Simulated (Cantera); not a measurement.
A perfectly stirred reactor is fed with CO : O2 : H2O : N2 = 0.0065 : 0.031 : 0.02 : 1 (molar parts), at 4.24 atm; it is held at 1350 K, and followed from long to short residence time.

Model: GRI-Mech 3.0 (53 species, 325 reactions), integrated in Cantera.

Q: What does this change do: pressure from 4.24 atm to 0.612 atm?

A: 
| quantity | before | after |
|---|---|---|
| x(CO) at τ = 20.0 s | 3.94e-6 | 7.82e-6 |
| x(O2) at τ = 20.0 s | 0.0263 | 0.0263 |
| x(H2O) at τ = 20.0 s | 0.0190 | 0.0190 |
| x(OH) at τ = 20.0 s | 6.36e-6 | 2.32e-5 |
| x(NO) at τ = 20.0 s | 1.33e-7 | 4.05e-7 |
| x(CO) at τ = 91.0 ms | 0.000180 | 0.000291 |
| x(O2) at τ = 91.0 ms | 0.0264 | 0.0264 |
| x(H2O) at τ = 91.0 ms | 0.0190 | 0.0189 |
| x(OH) at τ = 91.0 ms | 2.96e-5 | 0.000129 |
| x(NO) at τ = 91.0 ms | 2.13e-7 | 2.24e-7 |

Q: What does this change do: temperature 1350 to 1398 K?

A: 
| quantity | before | after |
|---|---|---|
| x(CO) at τ = 20.0 s | 3.94e-6 | 2.96e-6 |
| x(O2) at τ = 20.0 s | 0.0263 | 0.0263 |
| x(H2O) at τ = 20.0 s | 0.0190 | 0.0190 |
| x(OH) at τ = 20.0 s | 6.36e-6 | 8.45e-6 |
| x(NO) at τ = 20.0 s | 1.33e-7 | 2.27e-7 |
| x(CO) at τ = 91.0 ms | 0.000180 | 0.000138 |
| x(O2) at τ = 91.0 ms | 0.0264 | 0.0264 |
| x(H2O) at τ = 91.0 ms | 0.0190 | 0.0189 |
| x(OH) at τ = 91.0 ms | 2.96e-5 | 3.87e-5 |
| x(NO) at τ = 91.0 ms | 2.13e-7 | 3.36e-7 |
